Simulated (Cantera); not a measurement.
A freely propagating, adiabatic, planar premixed flame of 5.86 % CH₄, 0.890 % CO, 19.6 % O₂, 73.7 % N₂, equivalence ratio 0.62, unburnt at 423 K and 25000 Pa; mixture-averaged transport, grid criteria slope 0.08 and curve 0.16, no radiation.

Model: GRI-Mech 3.0 (53 species, 325 reactions), integrated in Cantera. Burning velocities carry a grid error of a few per cent, more on coarse grids.

x: mole fraction of selected species; z is measured from the peak of heat release.

```json
[
 {"z (mm)": "-5.26", "T (K)": "423", "u (m/s)": "0.521", "x CH₄": "0.0586", "x CO": "0.00890", "x O₂": "0.196", "x CH₂": "<1e-8", "x CO₂": "1.17e-7", "x HO₂": "3.53e-8"},
 {"z (mm)": "-3.51", "T (K)": "424", "u (m/s)": "0.523", "x CH₄": "0.0585", "x CO": "0.00891", "x O₂": "0.196", "x CH₂": "<1e-8", "x CO₂": "2.42e-6", "x HO₂": "4.84e-7"},
 {"z (mm)": "-2.63", "T (K)": "429", "u (m/s)": "0.530", "x CH₄": "0.0581", "x CO": "0.00898", "x O₂": "0.195", "x CH₂": "<1e-8", "x CO₂": "2.03e-5", "x HO₂": "2.89e-6"},
 {"z (mm)": "-1.75", "T (K)": "?", "u (m/s)": "0.582", "x CH₄": "0.0559", "x CO": "0.00966", "x O₂": "0.192", "x CH₂": "<1e-8", "x CO₂": "0.000285", "x HO₂": "2.40e-5"},
 {"z (mm)": "-0.877", "T (K)": "?", "u (m/s)": "0.944", "x CH₄": "0.0411", "x CO": "0.0159", "x O₂": "0.171", "x CH₂": "8.25e-8", "x CO₂": "0.00424", "x HO₂": "7.11e-5"},
 {"z (mm)": "-0.439", "T (K)": "?", "u (m/s)": "1.34", "x CH₄": "0.0237", "x CO": "0.0244", "x O₂": "0.143", "x CH₂": "1.84e-6", "x CO₂": "0.0115", "x HO₂": "8.96e-5"},
 {"z (mm)": "0", "T (K)": "?", "u (m/s)": "1.73", "x CH₄": "0.00626", "x CO": "0.0317", "x O₂": "0.109", "x CH₂": "8.87e-6", "x CO₂": "0.0236", "x HO₂": "0.000102"},
 {"z (mm)": "0.439", "T (K)": "1508", "u (m/s)": "1.89", "x CH₄": "0.000559", "x CO": "0.0272", "x O₂": "0.0901", "x CH₂": "1.73e-6", "x CO₂": "0.0362", "x HO₂": "2.14e-5"},
 {"z (mm)": "0.877", "T (K)": "1552", "u (m/s)": "1.94", "x CH₄": "2.83e-5", "x CO": "0.0196", "x O₂": "0.0833", "x CH₂": "1.05e-7", "x CO₂": "0.0455", "x HO₂": "8.00e-6"},
 {"z (mm)": "1.75", "T (K)": "1605", "u (m/s)": "1.99", "x CH₄": "6.82e-8", "x CO": "0.0109", "x O₂": "0.0787", "x CH₂": "<1e-8", "x CO₂": "0.0552", "x HO₂": "6.12e-6"},
 {"z (mm)": "3.51", "T (K)": "1668", "u (m/s)": "2.06", "x CH₄": "<1e-8", "x CO": "0.00589", "x O₂": "0.0762", "x CH₂": "<1e-8", "x CO₂": "0.0609", "x HO₂": "4.68e-6"},
 {"z (mm)": "7.02", "T (K)": "1728", "u (m/s)": "2.13", "x CH₄": "<1e-8", "x CO": "0.00359", "x O₂": "0.0751", "x CH₂": "<1e-8", "x CO₂": "0.0635", "x HO₂": "3.07e-6"},
 {"z (mm)": "14.0", "T (K)": "1772", "u (m/s)": "2.18", "x CH₄": "<1e-8", "x CO": "0.00190", "x O₂": "0.0745", "x CH₂": "<1e-8", "x CO₂": "0.0654", "x HO₂": "1.70e-6"}
]
```

Question: Fill in the missing entries.

Answer: 
- -1.75, T (K): 471
- -0.877, T (K): 758
- -0.439, T (K): 1071
- 0, T (K): 1379
